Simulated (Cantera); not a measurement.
An isothermal, constant-pressure homogeneous reactor starts with NO : N2 = 1 : 14 (molar parts), at 1773 K and 0.987 atm. Integrator tolerance rtol = 1e-08.

Cantera simulation using GRI-Mech 3.0 (53 species, 325 reactions); the numbers are that mechanism's predictions, not measurements.

**Question.** What does this change do: pressure from 0.987 atm to 0.0888 atm?

**Answer.** 
```
quantity                                           before                                    after
----------------  ---------------------------------------  ---------------------------------------
x(NO) at 10.0 s    0.0511 (gas-phase equilibrium 0.00166)   0.0647 (gas-phase equilibrium 0.00166)
x(O) at 10.0 s    8.67e-6 (gas-phase equilibrium 1.70e-5)  1.36e-5 (gas-phase equilibrium 5.67e-5)
x(N2) at 10.0 s       0.941 (gas-phase equilibrium 0.966)      0.934 (gas-phase equilibrium 0.966)
x(N2O) at 10.0 s  1.13e-6 (gas-phase equilibrium 1.06e-7)  1.66e-6 (gas-phase equilibrium 3.17e-8)
x(NO2) at 10.0 s  2.69e-5 (gas-phase equilibrium 1.73e-6)  4.49e-6 (gas-phase equilibrium 5.18e-7)
```

**Question.** What does this change do: NO 1 to 2.2 parts?

**Answer.** 
```json
[
 {"quantity": "x(NO) at 10.0 s", "before": "0.0511 (gas-phase equilibrium 0.00166)", "after": "0.0837 (gas-phase equilibrium 0.00233)"},
 {"quantity": "x(O) at 10.0 s", "before": "8.67e-6 (gas-phase equilibrium 1.70e-5)", "after": "1.56e-5 (gas-phase equilibrium 2.44e-5)"},
 {"quantity": "x(N2) at 10.0 s", "before": "0.941 (gas-phase equilibrium 0.966)", "after": "0.890 (gas-phase equilibrium 0.931)"},
 {"quantity": "x(N2O) at 10.0 s", "before": "1.13e-6 (gas-phase equilibrium 1.06e-7)", "after": "2.96e-6 (gas-phase equilibrium 1.46e-7)"},
 {"quantity": "x(NO2) at 10.0 s", "before": "2.69e-5 (gas-phase equilibrium 1.73e-6)", "after": "7.92e-5 (gas-phase equilibrium 3.48e-6)"}
]
```
